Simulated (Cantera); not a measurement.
What does this Cantera script print?

```python
import numpy as np
import cantera as ct

gas_names = """
    CL CL2 H HCL H2 N NH NH2 NH3 N2 N2H2 N2H4 Si SiCL SiCL2 SiCL3 SiCL4 SiH SiHCL3 SiH2 SiH2CL2 SiH3
    SiH3CL SiH4 SiN Si2 Si2N Si3
""".split()
cond_names = """
    NH4CL(a) NH4CL(b) Si(cr) Si(L) Si3N4(a)
""".split()


# ... load() reads the species with a 1 bar reference pressure and builds the phases ...
atoms = {
    'SiHCl3': {'Si': 1, 'H': 1, 'CL': 3},
    'N2': {'N': 2},
    'H2': {'H': 2},
}
top_T = {'Si3N4(a)': 2400}  # K; cautious upper limits of use, not melting points


# ... equilibrate(T, P, feed) seeds the gas with the atoms and calls Mixture.equilibrate('TP', solver="vcs", rtol=1e-11, max_steps=5000) ...
results = []
T = 1048.15  # K
P = 28  # Pa
for m in [0.73, 1.2, 1.9, 3.1, 4.9, 7.9, 13, 21, 33]:
    feed = {'SiHCl3': 1, 'N2': m, 'H2': 0.17}  # mol
    mix = equilibrate(T, P, feed)
    results.append((T, P, feed, dict(zip(mix.species_names, mix.species_moles))))
    x = sorted(zip(gas.X, gas.species_names), reverse=True)
    print(f"T = {T:g} K  P = {P:g} Pa  n(N2) = {m:g} mol  gas = {mix.phase_moles(0):.4g} mol")
    print("   x: " + "  ".join(f"{s} {v:.3e}" for v, s in x if v > 1e-05))
    print("   condensed (mol): " + ("  ".join(f"{mix.phase(i).name} {mix.phase_moles(i):.4g}"
          for i in range(1, mix.n_phases) if mix.phase_moles(i) > 1e-12) or "none"))
```

Output:

```
T = 1048.15 K  P = 28 Pa  n(N2) = 0.73 mol  gas = 2.066 mol
   x: HCL 4.599e-01  SiCL4 2.449e-01  N2 1.968e-01  H2 9.404e-02  SiCL3 3.137e-03  SiCL2 7.356e-04  SiHCL3 5.128e-04
   condensed (mol): Si3N4(a) 0.1616
T = 1048.15 K  P = 28 Pa  n(N2) = 1.2 mol  gas = 2.541 mol
   x: HCL 3.963e-01  N2 3.413e-01  SiCL4 1.938e-01  H2 6.536e-02  SiCL3 2.401e-03  SiCL2 5.447e-04  SiHCL3 3.272e-04
   condensed (mol): Si3N4(a) 0.1664
T = 1048.15 K  P = 28 Pa  n(N2) = 1.9 mol  gas = 3.244 mol
   x: N2 4.807e-01  HCL 3.238e-01  SiCL4 1.484e-01  H2 4.448e-02  SiCL3 1.857e-03  SiCL2 4.253e-04  SiHCL3 2.088e-04
   condensed (mol): Si3N4(a) 0.1701
T = 1048.15 K  P = 28 Pa  n(N2) = 3.1 mol  gas = 4.448 mol
   x: N2 6.189e-01  HCL 2.455e-01  SiCL4 1.059e-01  H2 2.781e-02  SiCL3 1.383e-03  SiCL2 3.303e-04  SiHCL3 1.229e-04
   condensed (mol): Si3N4(a) 0.1735
T = 1048.15 K  P = 28 Pa  n(N2) = 4.9 mol  gas = 6.251 mol
   x: N2 7.274e-01  HCL 1.803e-01  SiCL4 7.395e-02  H2 1.701e-02  SiCL3 1.028e-03  SiCL2 2.615e-04  SiHCL3 7.145e-05
   condensed (mol): Si3N4(a) 0.1764
T = 1048.15 K  P = 28 Pa  n(N2) = 7.9 mol  gas = 9.254 mol
   x: N2 8.150e-01  HCL 1.253e-01  SiCL4 4.903e-02  H2 9.719e-03  SiCL3 7.409e-04  SiCL2 2.050e-04  SiHCL3 3.894e-05
   condensed (mol): Si3N4(a) 0.1791
T = 1048.15 K  P = 28 Pa  n(N2) = 13 mol  gas = 14.36 mol
   x: N2 8.802e-01  HCL 8.289e-02  SiCL4 3.103e-02  H2 5.210e-03  SiCL3 5.191e-04  SiCL2 1.590e-04  SiHCL3 1.997e-05
   condensed (mol): Si3N4(a) 0.1815
T = 1048.15 K  P = 28 Pa  n(N2) = 21 mol  gas = 22.36 mol
   x: N2 9.228e-01  HCL 5.437e-02  SiCL4 1.961e-02  H2 2.775e-03  SiCL3 3.650e-04  SiCL2 1.244e-04  SiHCL3 1.025e-05
   condensed (mol): Si3N4(a) 0.1835
T = 1048.15 K  P = 28 Pa  n(N2) = 33 mol  gas = 34.36 mol
   x: N2 9.496e-01  HCL 3.598e-02  SiCL4 1.258e-02  H2 1.503e-03  SiCL3 2.604e-04  SiCL2 9.868e-05
   condensed (mol): Si3N4(a) 0.185
```

Equilibrium computed with Cantera from the NASA thermochemical tables; the gas is ideal and each condensed phase is pure. N2 is the only nitrogen source here; it is nearly inert below about 1500 K, so the nitride shown seldom forms there in practice. The tables' values for SiCl3 are old estimates; treat these amounts as uncertain.
